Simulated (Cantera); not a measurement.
A closed system holds: 1 mol Si3N4, 0.13 mol Si, 0.011 mol N2, at 2673 K and 0.0130 bar.

Method: chemical equilibrium by Gibbs-energy minimisation in Cantera with the NASA 1993 tables (ideal gas, pure condensed phases). Candidate condensed phases: Si, Si3N4; 7 gas species. The tables' values for SiN are old estimates; treat these amounts as uncertain. Kinetics and transport are ignored.

Base state: Si 0.590, N2 0.395, Si2 0.00964, SiN 0.00334, Si2N 0.00128, Si3 0.000755 (mole fractions); condensed: gas only.

Question: What changes in the equilibrium state with this change: pressure from 0.0130 bar to 0.000310 bar?

Answer: 
```tsv
species	before	after
Si	0.590	0.608
N2	0.395	0.391
SiN	0.00334	0.000529
Si2	0.00964	0.000244
Si3	0.000755	4.69e-7
Si2N	0.00128	4.98e-6
N	7.21e-6	4.65e-5
```
